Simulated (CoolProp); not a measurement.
Model: reference Helmholtz-energy equation of state, Span 2000, in CoolProp.

Problem. For nitrogen, give the phase and the cp (kJ/(kg K)), viscosity (µPa s) at 334.8 K and 19 MPa; 599 K and 0.408 MPa.

Solution. 
- 334.8 K and 19 MPa: supercritical; cp 1.23, viscosity 23.5
- 599 K and 0.408 MPa: gas; cp 1.08, viscosity 29.6

Viscosity comes from a separate model (Lemmon 2004).
